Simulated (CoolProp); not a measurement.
Saturated liquid density (kg/m³) of octamethyltrisiloxane (MDM): the reference equation beside estimates from Tc = 565.4 K, pc = 1438 kPa, ω = 0.528. Rackett uses Z = 0.29056 − 0.08775 ω.

Values from CoolProp's reference Helmholtz-energy equation of state, Thol 2017.

```json
[
 {"T (K)": "422.3", "reference": "679.3", "Rackett": "767.3", "van der Waals": "395.2", "Redlich-Kwong": "?", "Peng-Robinson": "700.8"},
 {"T (K)": "433", "reference": "665.8", "Rackett": "751.4", "van der Waals": "387.5", "Redlich-Kwong": "553.3", "Peng-Robinson": "686.1"},
 {"T (K)": "443.8", "reference": "651.6", "Rackett": "734.8", "van der Waals": "379.4", "Redlich-Kwong": "538.7", "Peng-Robinson": "670.1"},
 {"T (K)": "454.5", "reference": "636.9", "Rackett": "717.7", "van der Waals": "371.0", "Redlich-Kwong": "523.6", "Peng-Robinson": "653.0"},
 {"T (K)": "465.3", "reference": "621.4", "Rackett": "699.6", "van der Waals": "362.1", "Redlich-Kwong": "507.5", "Peng-Robinson": "?"},
 {"T (K)": "476", "reference": "605.2", "Rackett": "680.7", "van der Waals": "?", "Redlich-Kwong": "490.6", "Peng-Robinson": "614.4"},
 {"T (K)": "486.8", "reference": "587.7", "Rackett": "660.6", "van der Waals": "342.7", "Redlich-Kwong": "472.5", "Peng-Robinson": "592.2"},
 {"T (K)": "497.5", "reference": "?", "Rackett": "639.2", "van der Waals": "332.0", "Redlich-Kwong": "453.3", "Peng-Robinson": "568.1"},
 {"T (K)": "508.2", "reference": "549.0", "Rackett": "616.1", "van der Waals": "?", "Redlich-Kwong": "432.6", "Peng-Robinson": "541.3"},
 {"T (K)": "519", "reference": "526.4", "Rackett": "590.4", "van der Waals": "307.5", "Redlich-Kwong": "409.6", "Peng-Robinson": "510.9"},
 {"T (K)": "529.7", "reference": "500.8", "Rackett": "561.7", "van der Waals": "293.2", "Redlich-Kwong": "384.3", "Peng-Robinson": "476.3"}
]
```

Q: What belongs in the gaps?

A: 
- 422.3, Redlich-Kwong: 567.0
- 465.3, Peng-Robinson: 634.4
- 476, van der Waals: 352.7
- 497.5, reference: 569.2
- 508.2, van der Waals: 320.4

Absolute difference from the reference over all 11 rows, mean and median: Rackett 12.5 and 12.5 %, van der Waals 41.7 and 41.7 %, Redlich-Kwong 19.3 and 18.9 %, Peng-Robinson 2.3 and 2.5 %.
